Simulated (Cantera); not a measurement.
Mixture: 5.27 % CH4, 19.9 % O2, 74.9 % N2, at 5.00 bar, adiabatic and at constant pressure. Ignition delay is the time to a rise of 400 K.

Detailed kinetics in Cantera: GRI-Mech 3.0 (53 species, 325 reactions).

Problem. Predict: delay at 1200 K; delay at 1300 K; delay at 1400 K; delay at 1500 K; delay at 1600 K; delay at 1700 K; apparent activation energy between 1500 and 1700 K.

Solution. 
```json
{
 "delay at 1200 K": "7.37 ms",
 "delay at 1300 K": "2.16 ms",
 "delay at 1400 K": "0.713 ms",
 "delay at 1500 K": "0.265 ms",
 "delay at 1600 K": "0.110 ms",
 "delay at 1700 K": "51.4 µs",
 "apparent activation energy between 1500 and 1700 K": "170 kJ/mol"
}
```
